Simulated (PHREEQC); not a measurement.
Dissolve 19 mmol/kgw Ca(OH)2 at 25 °C. Closed to the air; pH follows from the charge balance.

Equilibrium calculation in PHREEQC: ion-association model, wateq4f.dat.

Each row changes one thing in this solution. Precipitation was switched off in this run.

```csv
case,pH,ionic strength (mol/kgw),Ca+2 (mol/kgw),CaOH+ (mol/kgw),SI of Portlandite (Ca(OH)2)
as made,12.44,0.0491,0.0151,0.00394,-0.06
Ca(OH)2 from 0.019 to 0.0171 mol/kgw,12.40,0.0446,0.0138,0.00334,…
0.0039 mol/kgw H3PO4 added,12.29,0.0404,0.0127,0.00244,…
temperature from 25 to 30 °C,12.29,0.0511,0.0161,0.00294,…
diluted 5-fold with water,11.82,0.0108,0.00352,0.000280,…
0.011 mol/kgw CsBr added,12.44,0.0605,0.0152,0.00377,-0.09
diluted 10-fold with water,11.54,0.00554,0.00182,8.19e-5,-2.60
0.0013 mol/kgw KI added,12.44,0.0505,0.0151,0.00391,…
```

Q: Fill in the missing entries.

A: 
- Ca(OH)2 from 0.019 to 0.0171 mol/kgw, SI of Portlandite (Ca(OH)2): -0.17
- 0.0039 mol/kgw H3PO4 added, SI of Portlandite (Ca(OH)2): -0.41
- temperature from 25 to 30 °C, SI of Portlandite (Ca(OH)2): +0.03
- diluted 5-fold with water, SI of Portlandite (Ca(OH)2): -1.80
- 0.0013 mol/kgw KI added, SI of Portlandite (Ca(OH)2): -0.07

Some of these states are supersaturated (in Hydroxyapatite, for instance).
